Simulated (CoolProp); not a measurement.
Model: reference Helmholtz-energy equation of state, Jacobsen 1992, in CoolProp.

Problem. Give the vapour pressure (kPa), enthalpy of vaporisation (kJ/kg), liquid cp (kJ/(kg K)), liquid viscosity (µPa s) of saturated R11 at 275.8, 305.2, 315 K.

Solution. 
```csv
T (K),p (kPa),enthalpy of vaporisation (kJ/kg),liquid cp (kJ/(kg K)),liquid viscosity (µPa s)
275.8,45.0,189,0.861,548
305.2,135,178,0.888,404
315,185,174,0.899,368
```

Viscosity comes from a separate model (Klein 1997), an estimate that may be off by 10 % or more.
